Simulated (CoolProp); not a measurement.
Vapour-liquid equilibrium of sulfur dioxide (1) + toluene (2) at 370.5 K; x and y are mole fractions of (1).

Model: multi-fluid Helmholtz-energy mixture model, Gao 2016 and Lemmon 2006; pair parameters Bell 2016, in CoolProp.

Task: Give the bubble pressure and the first vapour's composition at x = 0.15, 0.25, 0.45. Is there an azeotrope?

Result: x = 0.15: 0.3507 MPa, y = 0.821; x = 0.25: 0.5806 MPa, y = 0.899; x = 0.45: 1.088 MPa, y = 0.955. No azeotrope shows between x = 0.05 and 0.95.

The pair parameters rest on a limited set of measurements; away from them the model extrapolates.
